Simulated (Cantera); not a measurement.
Input: 1 mol CHF3, 0.016 mol HCl, equilibrated at 1.33 mbar.

Equilibrium computed with Cantera from the NASA thermochemical tables; the gas is ideal and each condensed phase is pure. Candidate condensed phases: C, C6H6, C7H8, C8H18; 118 gas species. Kinetics and transport are ignored.

Problem. At 2452 °C, list the 6 most abundant gas species with their mole fractions, and the condensed phases.

Solution. F 0.598, HF 0.329, CF 0.0367, CF2 0.0127, C3 0.00917, H 0.00575. Condensed: C(graphite).
